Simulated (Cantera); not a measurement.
A perfectly stirred reactor is fed with CH4 : H2 : H = 0.05 : 1 : 0.011 (molar parts), at 0.370 bar; it is held at 2048 K, and followed from long to short residence time.

Computed with Cantera and GRI-Mech 3.0 (53 species, 325 reactions). GRI-Mech 3.0 stops at C3 and has no aromatics, soot or wall deposition, so with more carbon than oxygen in the feed, carbon stays in small species such as C2H2 where larger ones or solid carbon would form.

Q: What does this change do: temperature 2048 to 1675 K?

A: 
```
quantity                  before     after
----------------------  --------  --------
x(CH4) at τ = 3.40 s    0.000999    0.0133
x(H2) at τ = 3.40 s        0.973     0.970
x(H) at τ = 3.40 s       0.00365  0.000188
x(C2H2) at τ = 3.40 s     0.0220    0.0159
x(CH2) at τ = 3.40 s     3.64e-7   1.01e-8
x(CH4) at τ = 9.00 ms     0.0136    0.0428
x(H2) at τ = 9.00 ms       0.966     0.955
x(H) at τ = 9.00 ms      0.00352  0.000325
x(C2H2) at τ = 9.00 ms    0.0155   0.00184
x(CH2) at τ = 9.00 ms    4.14e-6   9.30e-8
```
